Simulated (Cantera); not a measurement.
A Cantera script and its output.

```python
import numpy as np
import cantera as ct

gas = ct.Solution("gri30.yaml")
gas.TPX = 1650, 230, {'C2H6': 1, 'N2': 1.9}
reactor = ct.IdealGasConstPressureReactor(gas, energy="off", clone=False)
net = ct.ReactorNet([reactor])
net.rtol, net.atol = 1e-08, 1e-18
show = ['C2H6', 'H2', 'C2H2', 'CH3', 'C2H']
times = np.geomspace(3e-06, 20, 9)

steps = ct.SolutionArray(gas, extra=["t"])
rows = []
print(f"{'t/s':>10s}{'T/K':>9s}{'P/Pa':>11s}" + "".join(f"{s:>11s}" for s in show))
for t in times:
    while net.time < t:
        t_next = net.step()
        steps.append(gas.state, t=t_next)
    rows.append([np.interp(t, steps.t, y) for y in (steps.T, steps.P, *steps(*show).X.T)])
    print(f"{t:10.3e}{rows[-1][0]:9.1f}{rows[-1][1]:11.4g}" + "".join(f"{x:11.3e}" for x in rows[-1][2:]))
rate = np.gradient(steps.T, steps.t)
print("integrator steps:", len(steps.t))
if steps.T.max() > steps.T[0] + 200:
    print(f"time of steepest temperature rise: {steps.t[rate.argmax()]:.4e} s")
gas.TPX = 1650, 230, {'C2H6': 1, 'N2': 1.9}
gas.equilibrate("TP")
print(f"equilibrium (TP): T = {gas.T:.1f} K  " + "  ".join(f"{s} {gas[s].X[0]:.3e}" for s in show))
```

Result:

```
       t/s      T/K       P/Pa       C2H6         H2       C2H2        CH3        C2H
 3.000e-06   1650.0        230  3.446e-01  1.585e-08  6.069e-15  3.123e-04  7.266e-25
 2.139e-05   1650.0        230  3.433e-01  8.345e-07  9.175e-12  2.207e-03  5.818e-20
 1.524e-04   1650.0        230  3.334e-01  2.712e-04  3.538e-08  1.460e-02  8.383e-14
 1.087e-03   1650.0        230  2.161e-01  3.885e-02  9.271e-04  6.505e-02  9.648e-08
 7.746e-03   1650.0        230  1.496e-03  2.182e-01  9.665e-02  2.127e-02  4.108e-06
 5.522e-02   1650.0        230  4.051e-05  2.937e-01  1.626e-01  2.963e-03  1.150e-06
 3.936e-01   1650.0        230  1.248e-05  3.247e-01  1.804e-01  1.507e-03  8.032e-07
 2.806e+00   1650.0        230  2.691e-06  3.743e-01  1.947e-01  7.357e-04  1.033e-06
 2.000e+01   1650.0        230  3.655e-08  4.049e-01  2.033e-01  1.138e-04  2.269e-06
integrator steps: 1515
equilibrium (TP): T = 1650.0 K  C2H6 2.780e-11  H2 4.073e-01  C2H2 1.435e-01  CH3 2.680e-06  C2H 1.872e-06
```

Model: GRI-Mech 3.0 (53 species, 325 reactions), integrated in Cantera. GRI-Mech 3.0 stops at C3 and has no aromatics, soot or wall deposition, so with more carbon than oxygen in the feed, carbon stays in small species such as C2H2 where larger ones or solid carbon would form. Radical loss at walls, strong at low pressure, is not modelled.
